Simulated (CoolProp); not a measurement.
Isobutane along the isotherm 72.65 °C: fugacity coefficient from the reference equation and from simpler models built on Tc = 134.7 °C, pc = 3629 kPa, ω = 0.184; each cubic takes its own stable root.

The numbers come from the reference Helmholtz-energy equation of state, Bücker 2006 in CoolProp.

| p (kPa) | phase | reference |
|---|---|---|
| 2020 | liquid | 0.4832 |
| 4030 | liquid | 0.2631 |
| 6050 | liquid | 0.1902 |
| 8060 | liquid | 0.1547 |
| 10100 | liquid | 0.1338 |
| 12100 | liquid | 0.1208 |
| 14100 | liquid | 0.1120 |
| 16100 | liquid | 0.1059 |
| 18100 | liquid | 0.1017 |

**Question.** How far does each simpler model (van der Waals, Redlich-Kwong, Soave-Redlich-Kwong, Peng-Robinson) lie from the reference over these 9 states: mean and median of the absolute difference, and the worst?

**Answer.** 
- van der Waals: mean 73.0 %, median 73.2 %, worst +98.8 % at 72.65 °C and 18100 kPa
- Redlich-Kwong: mean 17.1 %, median 17.4 %, worst +20.0 % at 72.65 °C and 18100 kPa
- Soave-Redlich-Kwong: mean 4.5 %, median 4.7 %, worst +6.5 % at 72.65 °C and 18100 kPa
- Peng-Robinson: mean 2.2 %, median 2.1 %, worst -4.0 % at 72.65 °C and 18100 kPa
